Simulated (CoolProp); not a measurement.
R1234ze(Z) at several states: Z from the reference equation and from simpler models built on Tc = 150.1 °C, pc = 3531 kPa, ω = 0.327; each cubic takes its own stable root.

Values from CoolProp's reference Helmholtz-energy equation of state, Akasaka 2019.

| T (°C) | p (kPa) | phase | reference | Redlich-Kwong | Peng-Robinson |
|---|---|---|---|---|---|
| 41.35 | 79.1 | gas | 0.9746 | 0.9822 | 0.9789 |
| 37.85 | 2210 | liquid | 0.08139 | 0.1055 | 0.08855 |
| 153.65 | 703 | gas | 0.9240 | 0.9308 | 0.9237 |
| 162.85 | 43.5 | gas | 0.9958 | 0.9961 | 0.9957 |
| 90.05 | 23.8 | gas | 0.9956 | 0.9964 | 0.9959 |
